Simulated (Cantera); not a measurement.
Charge: 1 mol PH₃, 0.066 mol H₂O, 0.56 mol O₂, at 2775 °C and 0.133 bar.

Cantera equilibrium calculation (NASA polynomials, part measured and part estimated; ideal gas, pure solids and liquids). Candidate condensed phases: H₂O, P, P₄O₁₀; 17 gas species. Gases not in the tables: HPO₂, HPO₃ and P₄O₆. The numbers say what is thermodynamically allowed, not how fast it happens.

Base state: H₂ 0.328, H 0.286, PO 0.279, H₂O 0.0410, PO₂ 0.0262, P 0.0143, OH 0.0124, O 0.00658 (mole fractions); condensed: gas only.

### Question
What changes in the equilibrium state with this change: temperature from 2775 °C to 1775 °C?

### Answer
| species | before | after |
|---|---|---|
| H₂ | 0.328 | 0.490 |
| PO | 0.279 | 0.172 |
| H₂O | 0.0410 | 0.168 |
| H | 0.286 | 0.00429 |
| OH | 0.0124 | 0.000160 |
| P | 0.0143 | 0.000468 |
| P₂ | 0.00513 | 0.0846 |
| PO₂ | 0.0262 | 0.0802 |
| P₄ | <1e-9 | 1.04e-5 |
| O | 0.00658 | 1.01e-6 |
| O₂ | 0.000326 | 1.49e-7 |
| PH | 0.000741 | 0.000154 |

### Question
What changes in the equilibrium state with this change: H₂O from 0.066 to 2.6 mol?

### Answer
```csv
species,before,after
H₂,0.328,0.253
H,0.286,0.251
H₂O,0.0410,0.212
PO,0.279,0.0934
O₂,0.000326,0.0146
P,0.0143,0.000715
O,0.00658,0.0441
OH,0.0124,0.0726
PO₂,0.0262,0.0587
P₂,0.00513,1.28e-5
PH,0.000741,3.25e-5
```
